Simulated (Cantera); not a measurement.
What does this Cantera script print?

```python
import numpy as np
import cantera as ct

gas_names = [...]  # 123 gases of nasa_gas.yaml made of C, H, O, Si
cond_names = """
    C(gr) C6H6(L) C7H8(L) C8H18(L),n-octa H2O(s) H2O(L) Si(cr) Si(L) SiC(b) SiO2(Lqz) SiO2(hqz) SiO2(L)
""".split()


# ... load() reads the species with a 1 bar reference pressure and builds the phases ...
atoms = {
    'SiC': {'Si': 1, 'C': 1},
    'H2O': {'H': 2, 'O': 1},
    'H2': {'H': 2},
}
top_T = {'C(gr)': 4500, 'SiC(b)': 3050}  # K; cautious upper limits of use, not melting points


# ... equilibrate(T, P, feed) seeds the gas with the atoms and calls Mixture.equilibrate('TP', solver="vcs", rtol=1e-11, max_steps=5000) ...
results = []
feed = {'SiC': 1, 'H2O': 0.047, 'H2': 340}  # mol
P = 810000  # Pa
for T in [925, 1025, 1125, 1225, 1325, 1425, 1525, 1625, 1725, 1825]:
    mix = equilibrate(T, P, feed)
    results.append((T, P, feed, dict(zip(mix.species_names, mix.species_moles))))

top = {s: max(r[3][s] / sum(r[3][g] for g in gas_names) for r in results) for s in gas_names}
cols = sorted((s for s in top if top[s] > 0.001), key=lambda s: -top[s])[:6]
seen = [c for c in cond_names if any(r[3].get(c, 0) > 1e-12 for r in results)]
print("log10 of partial pressures in bar; condensed amounts in mol")
print(f"{'T/K':>10s}" + "".join(f"{s[:9]:>10s}" for s in cols + seen))
for T, P, feed, n in results:
    ng = sum(n[g] for g in gas_names)
    print(f"{T:10.4g}" + "".join(f"{np.log10(max(n[s] / ng * P / 1e5, 1e-99)):10.3f}" for s in cols)
          + "".join(f"{n.get(c, 0):10.4g}" for c in seen))
```

Output:

```
log10 of partial pressures in bar; condensed amounts in mol
       T/K        H2    Si(cr)     Si(L)    SiC(b) SiO2(hqz)
       925     0.908   0.09493         0    0.8807    0.0235
      1025     0.908   0.07298         0    0.9023    0.0235
      1125     0.908   0.05713         0    0.9178    0.0235
      1225     0.908   0.04535         0    0.9293   0.02346
      1325     0.908   0.03617         0    0.9379   0.02314
      1425     0.908    0.0271         0    0.9444   0.02063
      1525     0.908  0.008483         0    0.9486  0.005251
      1625     0.908         0         0    0.9505         0
      1725     0.908         0         0    0.9477         0
      1825     0.908         0 0.0003123    0.9421         0
```

Cantera equilibrium calculation (NASA polynomials, part measured and part estimated; ideal gas, pure solids and liquids). Mutual solubility and eutectic melting of coexisting phases are not modelled. The tables hold silica as quartz up to 1696 K and as liquid above; real silica turns to tridymite and cristobalite and melts near 1996 K. Gases not in the tables: Si2H6 and higher silanes.
